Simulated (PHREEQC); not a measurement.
# Brackish or sea water: speciation

A made-up water analysis in mmol/kgw, 25 °C, pH 6.32, pe 8.6:

```csv
constituent,mmol/kgw
Na,162
K,3.46
Ca,0.258
Mg,57.5
Cl,273
S(6),1.06
Alkalinity (meq/kgw),1.6
O(0) (counted as O atoms),0.52
Si,0.074
Br,0.307
Sr,0.0318
N(5),2.22
Li,4.85
```

Valence states are taken as typed.

Model: ion-association model, wateq4f.dat, run in PHREEQC.

* **ionic strength**: 0.339 mol/kgw
* **activity of water**: 0.991
* **charge-balance error**: 1.2 %

```json
[
 {"species": "Cl-", "molality": "0.273", "activity": "0.183", "log γ": "-0.173"},
 {"species": "Na+", "molality": "0.162", "activity": "0.117", "log γ": "-0.143"},
 {"species": "Mg+2", "molality": "0.0568", "activity": "0.0175", "log γ": "-0.511"},
 {"species": "Li+", "molality": "0.00485", "activity": "0.00353", "log γ": "-0.138"},
 {"species": "K+", "molality": "0.00346", "activity": "0.00232", "log γ": "-0.173"},
 {"species": "NO3-", "molality": "0.00222", "activity": "0.00144", "log γ": "-0.189"},
 {"species": "HCO3-", "molality": "0.00127", "activity": "0.000905", "log γ": "-0.146"},
 {"species": "CO2", "molality": "0.000909", "activity": "0.000983", "log γ": "0.034"},
 {"species": "SO4-2", "molality": "0.000500", "activity": "0.000120", "log γ": "-0.621"},
 {"species": "MgSO4", "molality": "0.000455", "activity": "0.000492", "log γ": "0.034"},
 {"species": "Br-", "molality": "0.000307", "activity": "0.000225", "log γ": "-0.136"},
 {"species": "MgHCO3+", "molality": "0.000273", "activity": "0.000185", "log γ": "-0.168"}
]
```

This is a speciation only: nothing precipitates in the calculation. Species that the database lacks are ignored.
